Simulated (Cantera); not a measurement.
Charge: 1 mol BN, 14 mol F₂, 0.47 mol N₂, 3.9 mol Cl₂, at 1848.15 K and 64.5 Torr.

These are equilibrium values from Cantera (NASA tables, ideal gas, pure condensed phases), not measurements of a reactor. Candidate condensed phases: B, BN; 21 gas species. Equilibrium is a limit: real reactors are often held back by kinetics, nucleation or transport.

Base state: F 0.698, Cl 0.132, ClF 0.0970, BF₃ 0.0318, N₂ 0.0309, Cl₂ 0.00966, F₂ 0.000449 (mole fractions); condensed: gas only.

Question: What changes in the equilibrium state with this change: temperature from 1848.15 K to 1725 K?

Answer: 
```csv
species,before,after
F,0.698,0.676
ClF,0.0970,0.174
Cl,0.132,0.0727
N₂,0.0309,0.0330
BF₃,0.0318,0.0341
F₂,0.000449,0.000917
Cl₂,0.00966,0.00950
```
